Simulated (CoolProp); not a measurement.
Vapour-liquid equilibrium of R125 (1) + R236EA (2) at 7.45 °C; x and y are mole fractions of (1).

Model: multi-fluid Helmholtz-energy mixture model, Lemmon 2005 and Rui 2013; pair parameters Bell 2016, in CoolProp.

```csv
x,bubble pressure (kPa),y at the bubble point,dew pressure at overall composition x (kPa),liquid density (mol/L)
0.05,143.3,0.281,111.8,9.802
0.15,215.3,0.557,123.6,9.928
0.25,286.1,0.696,138.1,10.05
0.35,356.4,0.780,156.5,10.17
0.45,426.7,0.838,180.3,10.29
0.55,497.6,0.881,212.5,10.39
0.65,569.6,0.915,258.3,10.49
0.75,643.5,0.943,327.9,10.58
0.85,720.2,0.968,444.3,10.64
0.95,800.6,0.990,662.9,10.69
```

No azeotrope shows between x = 0.05 and 0.95.

The pair parameters rest on a limited set of measurements; away from them the model extrapolates.
